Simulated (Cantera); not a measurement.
Charge: 1 mol Cu, 0.021 mol H₂O, 3 mol N₂, 6.1 mol CO, at 823 K and 0.100 bar.

Method: chemical equilibrium by Gibbs-energy minimisation in Cantera with the NASA 1993 tables (ideal gas, pure condensed phases). Candidate condensed phases: C, C₆H₆, C₇H₈, C₈H₁₈, Cu, CuO, Cu(OH)₂, Cu₂O, H₂O; 139 gas species. Equilibrium is a limit: real reactors are often held back by kinetics, nucleation or transport.

Base state: N₂ 0.431, CO₂ 0.311, CO 0.255, H₂ 0.00225, H₂O 0.000761 (mole fractions); condensed: C(graphite) + Cu(s).

Question: What changes in the equilibrium state with this change: Cu replaced by Si?

Answer: 
```tsv
species	before	after
N₂	0.431	0.524
CO₂	0.311	0.246
CO	0.255	0.227
H₂	0.00225	0.00282
H₂O	0.000761	0.000846
C(graphite), mol	2.15	3.39
Cu(s), mol	1.00	0
SiO₂(α-quartz), mol	0	1.00
```
Further candidate phases: Si, SiC, SiO₂, Si₂N₂O, Si₃N₄.
